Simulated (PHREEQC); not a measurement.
**Copper plating or etch bath: an equilibrium model**

A solution holds 0.22 mol/kgw CuCl2, 0.12 mol/kgw HBF4 and 4.8e-05 mol/kgw KCl, at 20 °C. Closed to the air; pH follows from the charge balance.

The numbers come from PHREEQC with the ion-association model, wateq4f.dat.

No solid was allowed to form.

**Question.** Estimate the pH, ionic strength.

**Answer.** pH 1.05; ionic strength 0.701 mol/kgw.

**Question.** In which forms is Cl present?

**Answer.** Cl- 91 %, CuCl+ 7.9 %, CuCl2 1.1 % of the Cl.

Ionic strength above about 0.7 mol/kgw puts this run outside the model's range. Real BF4- forms and hydrolyses slowly; the run takes it at equilibrium.
